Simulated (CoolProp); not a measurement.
Vapour-liquid equilibrium of toluene (1) + n-decane (2) at 978 kPa; x and y are mole fractions of (1).

The numbers come from the multi-fluid Helmholtz-energy mixture model, Lemmon 2006 and Lemmon 2006; pair parameters Bell 2016 in CoolProp.

| x | bubble temperature (K) | y at the bubble point | dew temperature at overall composition x (K) | liquid density (mol/L) |
|---|---|---|---|---|
| 0.05 | 558.9 | 0.093 | 561.2 | 3.403 |
| 0.125 | 551.6 | 0.227 | 557.2 | 3.607 |
| 0.2 | 544.3 | 0.352 | 553.2 | 3.820 |
| 0.275 | 537.2 | 0.463 | 548.9 | 4.043 |
| 0.35 | 530.4 | 0.560 | 544.4 | 4.276 |
| 0.425 | 524.1 | 0.643 | 539.7 | 4.522 |
| 0.5 | 518.2 | 0.714 | 534.7 | 4.780 |
| 0.575 | 512.7 | 0.774 | 529.3 | 5.055 |
| 0.65 | 507.7 | 0.826 | 523.5 | 5.349 |
| 0.725 | 503.1 | 0.872 | 517.2 | 5.666 |
| 0.8 | 498.8 | 0.911 | 510.3 | 6.011 |
| 0.875 | 494.8 | 0.947 | 502.7 | 6.389 |
| 0.95 | 491.0 | 0.980 | 494.5 | 6.805 |

No azeotrope shows between x = 0.05 and 0.95.

Pair parameters are fitted to limited data, so mixtures are less certain than the pure fluids.
